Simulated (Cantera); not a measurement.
Charge: 1 mol Fe₂O₃, 2.8 mol CO, 0.58 mol H₂, equilibrated at 13.3 mbar.

Method: chemical equilibrium by Gibbs-energy minimisation in Cantera with the NASA 1993 tables (ideal gas, pure condensed phases). Candidate condensed phases: C, C₆H₆, C₇H₈, C₈H₁₈, Fe, Fe(CO)₅, FeO, Fe(OH)₂, Fe(OH)₃, Fe₂O₃, Fe₃O₄, H₂O; 114 gas species. The tables' stoichiometric FeO is somewhat more stable than real wüstite, so its field is too wide. FeO: taken at fixed stoichiometry. Equilibrium is a limit: real reactors are often held back by kinetics, nucleation or transport. All values below are at 1077 °C.

Base state: CO 0.605, CO₂ 0.224, H₂ 0.0994, H₂O 0.0722 (mole fractions); condensed: FeO(s).

Problem. What changes in the equilibrium state with this change: CO from 2.8 to 4.3 mol?

Solution. 
```tsv
species	before	after
CO	0.605	0.714
CO₂	0.224	0.167
H₂	0.0994	0.0814
H₂O	0.0722	0.0375
FeO(s), mol	2.00	2.00
```
